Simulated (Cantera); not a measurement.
An isothermal, constant-pressure homogeneous reactor starts with NO : N2 = 1 : 1.2 (molar parts), at 1825 K and 1.00 bar. Integrator tolerance rtol = 1e-08.

Model: GRI-Mech 3.0 (53 species, 325 reactions), integrated in Cantera.

**Question.** What does this change do: 0.17 parts H2O added?

**Answer.** 
```
quantity                                            before                                     after
----------------  ----------------------------------------  ----------------------------------------
x(NO) at 2.00 s      0.279 (gas-phase equilibrium 0.00464)     0.264 (gas-phase equilibrium 0.00431)
x(N2O) at 2.00 s   3.23e-5 (gas-phase equilibrium 2.63e-7)   2.09e-5 (gas-phase equilibrium 2.35e-7)
x(O) at 2.00 s     4.69e-5 (gas-phase equilibrium 7.33e-5)   4.39e-5 (gas-phase equilibrium 7.06e-5)
x(O2) at 2.00 s       0.0872 (gas-phase equilibrium 0.225)      0.0785 (gas-phase equilibrium 0.209)
x(NO2) at 2.00 s  0.000433 (gas-phase equilibrium 1.14e-5)  0.000385 (gas-phase equilibrium 1.02e-5)
x(N2) at 2.00 s        0.633 (gas-phase equilibrium 0.770)       0.585 (gas-phase equilibrium 0.715)
```

**Question.** What does this change do: pressure from 1.00 bar to 10.00 Torr?

**Answer.** 
```csv
quantity,before,after
x(NO) at 2.00 s,0.279 (gas-phase equilibrium 0.00464),0.450 (gas-phase equilibrium 0.00464)
x(N2O) at 2.00 s,3.23e-5 (gas-phase equilibrium 2.63e-7),7.17e-5 (gas-phase equilibrium 3.03e-8)
x(O) at 2.00 s,4.69e-5 (gas-phase equilibrium 7.33e-5),0.000155 (gas-phase equilibrium 0.000634)
x(O2) at 2.00 s,0.0872 (gas-phase equilibrium 0.225),0.00237 (gas-phase equilibrium 0.225)
x(NO2) at 2.00 s,0.000433 (gas-phase equilibrium 1.14e-5),1.70e-5 (gas-phase equilibrium 1.32e-6)
x(N2) at 2.00 s,0.633 (gas-phase equilibrium 0.770),0.548 (gas-phase equilibrium 0.770)
```
Radical loss at walls, strong at low pressure, is not modelled.

**Question.** What does this change do: pressure from 1.00 bar to 0.260 bar?

**Answer.** 
```json
[
 {"quantity": "x(NO) at 2.00 s", "before": "0.279 (gas-phase equilibrium 0.00464)", "after": "0.390 (gas-phase equilibrium 0.00464)"},
 {"quantity": "x(N2O) at 2.00 s", "before": "3.23e-5 (gas-phase equilibrium 2.63e-7)", "after": "6.02e-5 (gas-phase equilibrium 1.34e-7)"},
 {"quantity": "x(O) at 2.00 s", "before": "4.69e-5 (gas-phase equilibrium 7.33e-5)", "after": "5.98e-5 (gas-phase equilibrium 0.000144)"},
 {"quantity": "x(O2) at 2.00 s", "before": "0.0872 (gas-phase equilibrium 0.225)", "after": "0.0319 (gas-phase equilibrium 0.225)"},
 {"quantity": "x(NO2) at 2.00 s", "before": "0.000433 (gas-phase equilibrium 1.14e-5)", "after": "0.000192 (gas-phase equilibrium 5.83e-6)"},
 {"quantity": "x(N2) at 2.00 s", "before": "0.633 (gas-phase equilibrium 0.770)", "after": "0.578 (gas-phase equilibrium 0.770)"}
]
```
